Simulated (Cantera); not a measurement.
A closed system holds: 1 mol TiC, 0.36 mol C, 0.061 mol H2, at 1.10 mbar.

Method: chemical equilibrium by Gibbs-energy minimisation in Cantera with the NASA 1993 tables (ideal gas, pure condensed phases). Candidate condensed phases: C, C6H6, C7H8, C8H18, Ti, TiC; 77 gas species. TiC: taken at fixed stoichiometry. The numbers say what is thermodynamically allowed, not how fast it happens.

**Question.** At 2275 K, list the 4 most abundant gas species with their mole fractions, and the condensed phases.

**Answer.** H2 0.772, H 0.225, C2H2 (acetylene) 0.00294, Ti 7.40e-5. Condensed: C(graphite) + TiC(s).
